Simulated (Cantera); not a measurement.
A perfectly stirred reactor is fed with CO : H₂ : CH₄ : O₂ : N₂ : H₂O = 1 : 0.065 : 0.2 : 0.932 : 3.51 : 0.23 (molar parts), equivalence ratio 1.0, at 75000 Pa; it is adiabatic with a 500 K inlet, and is followed from long to short residence time, starting on the burning branch (τ in s: 0.14, 0.067, 0.032, 0.015, 0.0072, 0.0035, 0.0016, 0.00079, 0.00038, 0.00018, 8.5e-05).

Computed with Cantera and GRI-Mech 3.0 (53 species, 325 reactions).

**Question.** Predict: blow-out, bracketed by the residence times tried; x(CO) at τ = 0.140 s; x(H₂) at τ = 0.140 s; x(CH₄) at τ = 0.140 s; x(NO₂) at τ = 0.140 s; x(HO₂) at τ = 0.140 s; x(CO) at τ = 3.50 ms; x(H₂) at τ = 3.50 ms; x(CH₄) at τ = 3.50 ms; x(NO₂) at τ = 3.50 ms; x(HO₂) at τ = 3.50 ms.

**Answer.** 
| Item | Value |
|---|---|
| blow-out, bracketed by the residence times tried | burning at 85.0 µs, the shortest tried |
| x(CO) at τ = 0.140 s | 0.0307 |
| x(H₂) at τ = 0.140 s | 0.00345 |
| x(CH₄) at τ = 0.140 s | 7.30e-7 |
| x(NO₂) at τ = 0.140 s | 5.94e-7 |
| x(HO₂) at τ = 0.140 s | 1.22e-6 |
| x(CO) at τ = 3.50 ms | 0.0527 |
| x(H₂) at τ = 3.50 ms | 0.00704 |
| x(CH₄) at τ = 3.50 ms | 1.33e-5 |
| x(NO₂) at τ = 3.50 ms | 2.92e-8 |
| x(HO₂) at τ = 3.50 ms | 3.18e-6 |
